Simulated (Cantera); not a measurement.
## Premixed flame

A freely propagating, adiabatic, planar premixed flame of 9.88 % CO, 0.800 % H2, 5.04 % CH4, 17.7 % O2, 66.6 % N2, equivalence ratio 0.87, unburnt at 500 K and 13300 Pa; mixture-averaged transport, grid criteria slope 0.08 and curve 0.16, no radiation.

Cantera simulation using GRI-Mech 3.0 (53 species, 325 reactions); the numbers are that mechanism's predictions, not measurements. Burning velocities carry a grid error of a few per cent, more on coarse grids.

```tsv
z (mm)	T (K)	u (m/s)	x CO	x H2	x CH4	x HCO	x NO2	x OH
-7.33	500	1.60	0.0988	0.00804	0.0504	<1e-8	<1e-8	<1e-8
-4.89	500	1.60	0.0988	0.00821	0.0504	<1e-8	<1e-8	<1e-8
-3.67	500	1.61	0.0987	0.00859	0.0504	<1e-8	<1e-8	2.96e-8
-2.44	507	1.63	0.0985	0.00992	0.0502	<1e-8	<1e-8	6.29e-6
-1.22	650	2.10	0.0976	0.0143	0.0458	1.24e-7	<1e-8	0.000128
-0.611	941	3.07	0.101	0.0179	0.0323	4.42e-6	<1e-8	0.000407
0	1347	4.42	0.107	0.0184	0.00916	4.71e-5	<1e-8	0.00262
0.611	1523	4.99	0.0963	0.0129	0.000713	1.36e-5	<1e-8	0.00532
1.22	1571	5.12	0.0806	0.00996	2.77e-5	7.72e-7	<1e-8	0.00642
2.44	1623	5.25	0.0606	0.00984	3.74e-8	4.18e-8	<1e-8	0.00744
4.89	1685	5.41	0.0480	0.0104	<1e-8	2.94e-8	<1e-8	0.00828
9.78	1759	5.61	0.0447	0.00994	<1e-8	2.20e-8	<1e-8	0.00890
19.6	1852	5.87	0.0425	0.00879	<1e-8	1.47e-8	<1e-8	0.00930
```
x: mole fraction of selected species; z is measured from the peak of heat release.

```yaml
laminar_burning_velocity: 160 cm/s
thermal_thickness: 2.44 mm
peak x(HCO): 4.81e-5
peak x(OH): 0.00936
grid_points: 185
```
